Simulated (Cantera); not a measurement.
Pb + CO2 + CO (metals in furnace atmospheres)

Charge: 1 mol Pb, 0.082 mol CO2, 0.38 mol CO, at 113 Torr.

Cantera equilibrium calculation (NASA polynomials, part measured and part estimated; ideal gas, pure solids and liquids). Candidate condensed phases: C, Pb, PbO, PbO2, Pb3O4; 15 gas species. Equilibrium is a limit: real reactors are often held back by kinetics, nucleation or transport.

```json
[
 {"T (K)": "1398", "x CO": "0.776", "x Pb": "0.0568", "x CO2": "0.167", "x Pb2": "1.18e-5", "x PbO": "4.92e-6", "n Pb(l)": "0.972"},
 {"T (K)": "1423", "x CO": "0.761", "x Pb": "0.0747", "x CO2": "0.164", "x Pb2": "1.86e-5", "x PbO": "8.17e-6", "n Pb(l)": "0.963"},
 {"T (K)": "1448", "x CO": "0.742", "x Pb": "0.0973", "x CO2": "0.160", "x Pb2": "2.89e-5", "x PbO": "1.33e-5", "n Pb(l)": "0.950"},
 {"T (K)": "1473", "x CO": "0.719", "x Pb": "0.126", "x CO2": "0.155", "x Pb2": "4.42e-5", "x PbO": "2.14e-5", "n Pb(l)": "0.934"},
 {"T (K)": "1498", "x CO": "0.690", "x Pb": "0.161", "x CO2": "0.149", "x Pb2": "6.64e-5", "x PbO": "3.37e-5", "n Pb(l)": "0.912"},
 {"T (K)": "1523", "x CO": "0.655", "x Pb": "0.204", "x CO2": "0.141", "x Pb2": "9.86e-5", "x PbO": "5.24e-5", "n Pb(l)": "0.882"},
 {"T (K)": "1548", "x CO": "0.612", "x Pb": "0.256", "x CO2": "0.132", "x Pb2": "0.000144", "x PbO": "8.01e-5", "n Pb(l)": "0.840"},
 {"T (K)": "1573", "x CO": "0.559", "x Pb": "0.320", "x CO2": "0.120", "x Pb2": "0.000209", "x PbO": "0.000121", "n Pb(l)": "0.782"},
 {"T (K)": "1598", "x CO": "0.496", "x Pb": "0.397", "x CO2": "0.107", "x Pb2": "0.000298", "x PbO": "0.000180", "n Pb(l)": "0.695"},
 {"T (K)": "1623", "x CO": "0.420", "x Pb": "0.489", "x CO2": "0.0903", "x Pb2": "0.000421", "x PbO": "0.000264", "n Pb(l)": "0.556"},
 {"T (K)": "1648", "x CO": "0.330", "x Pb": "0.599", "x CO2": "0.0707", "x Pb2": "0.000588", "x PbO": "0.000383", "n Pb(l)": "0.308"},
 {"T (K)": "1673", "x CO": "0.261", "x Pb": "0.683", "x CO2": "0.0556", "x Pb2": "0.000714", "x PbO": "0.000514", "n Pb(l)": "0"},
 {"T (K)": "1698", "x CO": "0.261", "x Pb": "0.683", "x CO2": "0.0555", "x Pb2": "0.000669", "x PbO": "0.000602", "n Pb(l)": "0"}
]
```
x: gas mole fraction; n: condensed amount in mol.

From 1398 K to 1648 K the condensed part is Pb(l). From 1673 K to 1698 K nothing is condensed. The main Pb-bearing gas is Pb throughout.
